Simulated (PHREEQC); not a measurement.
Consider water at 25 °C with 0.013 mol HNO3 and 3.5e-06 mol CO2 per kg of water. Closed to the air; pH follows from the charge balance.

Equilibrium calculation in PHREEQC: ion-association model, phreeqc.dat.

```json
[
 {"quantity": "pH", "before": "1.93", "after": "0.97"},
 {"quantity": "HCO3- (mol/kgw)", "before": "1.48e-10", "after": "1.95e-11"}
]
```

What was changed between the two runs?
A. CO2 from 3.5e-06 to 3.15e-06 mol/kgw
B. HNO3 from 0.013 to 0.13 mol/kgw
C. CO2 replaced by KHCO3 at the same molality
D. diluted 10-fold with water
E. CO2 from 3.5e-06 to 3.85e-06 mol/kgw

B, HNO3 from 0.013 to 0.13 mol/kgw

This is a speciation only: nothing precipitates in the calculation.
